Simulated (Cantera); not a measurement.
A jet of CH₄ : O₂ : N₂ = 0.03 : 0.14 : 0.79 (molar parts), equivalence ratio 0.43 at 300 K and 0.0760 bar hits a platinum plate 3 cm away at a mass flux of 0.12 kg/m²/s; the plate temperature is set and raised in steps from an oxygen-covered start.

Detailed kinetics in Cantera: Deutschmann's 1995 Pt surface mechanism with GRI-Mech 3.0 gas chemistry. Catalytic surfaces can have several steady states; this one follows from the mechanism file's or the stated starting coverage.

One state of this run: wall x CH₄ = 0.0253; wall x O₂ = 0.133; wall x H₂O = 0.0112; wall x OH = 2.33e-8; wall x CO = 9.51e-6; wall x CO₂ = 0.00730; θ free Pt = 0.200; θ O* = 0.799. x: mole fraction at the wall; θ: surface coverage.

Question: Which value of plate T (K) does it belong to?
A) 1050
B) 900
C) 850
D) 1000

Answer: B, 900
